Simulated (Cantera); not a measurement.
An isothermal, constant-pressure homogeneous reactor starts with 15.4 % NH₃, 84.6 % H₂, at 2073 K and 0.00987 atm.

Computed with Cantera and the gas-phase N/H chemistry of the illustrative SiF4/NH3 mechanism in the Surface Chemkin manual (1991). Walls and surfaces, which speed up NH3 decomposition in real reactors, are not modelled.

One state of this run: x NH₃ = 0.00960; x H₂ = 0.925; x NH = 9.53e-6; x N₂ = 0.0624; x N₂H₂ = 7.48e-8; x N = 2.67e-6. x: mole fraction; the columns are a selection and need not sum to one.

Question: Which value of t (s) does it belong to?
A) 0.412
B) 0.0492
C) 3.45
D) 0.00203

Answer: C, 3.45
